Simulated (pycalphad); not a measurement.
**Effect of B content in Ti-Hf-B**

CALPHAD calculation (pycalphad, COST 507 light-alloy database (1999)), 1 atm. These are 1990s assessments: newer ones move some temperatures and phases. Amounts are mole fractions of atoms. Diffusion is slow at the low end, where real alloys seldom reach equilibrium.

Q: One of these alloys has its liquidus at 1921 K, its solidus at 1819 K, and holds hcp 0.99, BM 0.01 at 900 K. Which?
A) Ti-5.822Hf-1.456B (wt.%)
B) Ti-5.578Hf-0.1744B (wt.%)
C) Ti-5.646Hf-0.5294B (wt.%)
D) Ti-5.612Hf-0.3508B (wt.%)

A: B, Ti-5.578Hf-0.1744B (wt.%). The others: Ti-5.612Hf-0.3508B (wt.%), liquidus 1904, solidus 1814; Ti-5.646Hf-0.5294B (wt.%), liquidus 1888, solidus 1814; Ti-5.822Hf-1.456B (wt.%), liquidus 1821, solidus 1814

Database names, with the compositions (at.%) that they take in these runs: BM: Ti 50 B 50.
